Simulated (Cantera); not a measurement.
Charge: 1 mol C₂F₆, 0.048 mol H₂, equilibrated at 10000 Pa.

Method: chemical equilibrium by Gibbs-energy minimisation in Cantera with the NASA 1993 tables (ideal gas, pure condensed phases). Candidate condensed phases: C, C₆H₆, C₇H₈, C₈H₁₈; 95 gas species. The feed counts by its element totals alone. The tables' values for C₂F₄ are old estimates; treat these amounts as uncertain. Gases not in the tables: C₂F₆ and larger saturated fluorocarbons. Rates play no part.

x: gas mole fraction; n: condensed amount in mol.

```csv
T (K),x CF₄,x CF₂,x HF,x F,n C(graphite)
1750,0.935,0.00317,0.0609,0.000410,0.521
1800,0.932,0.00537,0.0609,0.000751,0.520
1850,0.927,…,0.0607,…,0.517
1900,0.921,0.0141,0.0605,0.00228,0.513
1950,0.911,0.0220,0.0602,0.00381,0.507
2000,0.896,0.0334,0.0597,0.00618,0.498
2050,0.875,…,0.0590,…,0.485
2100,0.847,0.0713,0.0581,0.0151,0.468
```

Question: Fill in the missing entries.

Answer: 
- 2050, x CF₂: 0.0494
- 2050, x F: 0.00978
- 1850, x CF₂: 0.00884
- 1850, x F: 0.00133
